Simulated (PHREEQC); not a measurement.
Solution (25 °C): 0.037 mol/kgw NaHCO3, 0.00052 mol/kgw NaOH and 5.9e-05 mol/kgw NaCl. Closed to the air; pH follows from the charge balance.

Model: ion-association model, phreeqc.dat, run in PHREEQC.

Each row changes one thing in this solution. Precipitation was switched off in this run.

```tsv
case	pH	ionic strength (mol/kgw)	HCO3- (mol/kgw)	CO3-2 (mol/kgw)	NaHCO3 (mol/kgw)	CO2 (mol/kgw)	SI of Halite (NaCl)
as made	8.34	0.0375	0.0354	0.000607	0.000516	0.000302	-7.39
temperature from 25 to 10 °C	[?]	0.0376	0.0354	0.000661	0.000570	0.000248	-7.37
temperature from 25 to 35 °C	[?]	0.0373	0.0353	0.000558	0.000484	0.000357	-7.40
diluted 5-fold with water	[?]	0.00761	0.00718	0.000135	2.52e-5	4.79e-5	-8.70
```

Question: Complete the blanks.

Answer: 
- temperature from 25 to 10 °C, pH: 8.54
- temperature from 25 to 35 °C, pH: 8.23
- diluted 5-fold with water, pH: 8.49

Constants without temperature data keep their 25 °C values here.
